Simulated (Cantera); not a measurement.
A Cantera script and its output.

```python
import numpy as np
import cantera as ct

gas = ct.Solution("SiF4_NH3_mec.yaml", "gas")
gas.TPX = 2248, 15000, {'NH3': 1, 'H2': 0.58}
inlet = ct.Reservoir(gas, clone=True)

reactor = ct.IdealGasConstPressureReactor(gas, energy="off", clone=False)
exhaust = ct.Reservoir(gas, clone=True)
tau = [8.6, 2.3, 0.61, 0.16, 0.044, 0.012, 0.0031, 0.00084, 0.00022][0]
for a, b in ((inlet, reactor), (reactor, exhaust)):
    ct.MassFlowController(a, b, mdot=lambda t: reactor.mass / tau)
net = ct.ReactorNet([reactor])
show = ['NH3', 'H2', 'N2H4', 'N2H2', 'NH2', 'H']

rows = []
print(f"{'tau/s':>10s}{'T/K':>9s}" + "".join(f"{s:>11s}" for s in show))
for tau in [8.6, 2.3, 0.61, 0.16, 0.044, 0.012, 0.0031, 0.00084, 0.00022]:
    net.initial_time = 0.0
    net.advance(30 * tau)
    before = gas.X
    net.advance(40 * tau)
    drift = np.max(np.abs(gas.X - before) / (gas.X + 1e-9))
    rows.append([gas.T, *gas[show].X, drift])
    print(f"{tau:10.3e}{gas.T:9.1f}" + "".join(f"{x:11.3e}" for x in gas[show].X))
```

Output:

```
     tau/s      T/K        NH3         H2       N2H4       N2H2        NH2          H
 8.600e+00   2248.0  3.365e-04  7.920e-01  4.844e-12  4.546e-09  2.047e-05  1.541e-02
 2.300e+00   2248.0  1.211e-03  7.953e-01  3.211e-11  2.402e-08  5.262e-05  1.106e-02
 6.100e-01   2248.0  1.190e-02  7.939e-01  4.700e-10  1.720e-07  2.008e-04  4.286e-03
 1.600e-01   2248.0  5.728e-02  7.641e-01  3.365e-09  7.774e-07  5.370e-04  2.292e-03
 4.400e-02   2248.0  1.745e-01  6.832e-01  1.474e-08  2.627e-06  1.123e-03  1.409e-03
 1.200e-02   2248.0  3.701e-01  5.475e-01  4.060e-08  6.439e-06  1.864e-03  8.861e-04
 3.100e-03   2248.0  5.358e-01  4.325e-01  6.629e-08  1.021e-05  2.382e-03  6.196e-04
 8.400e-04   2248.0  6.042e-01  3.850e-01  7.147e-08  1.072e-05  2.473e-03  5.086e-04
 2.200e-04   2248.0  6.260e-01  3.703e-01  5.026e-08  6.774e-06  2.075e-03  3.960e-04
```

Cantera simulation using the gas-phase N/H chemistry of the illustrative SiF4/NH3 mechanism in the Surface Chemkin manual (1991); the numbers are that mechanism's predictions, not measurements. Walls and surfaces, which speed up NH3 decomposition in real reactors, are not modelled.
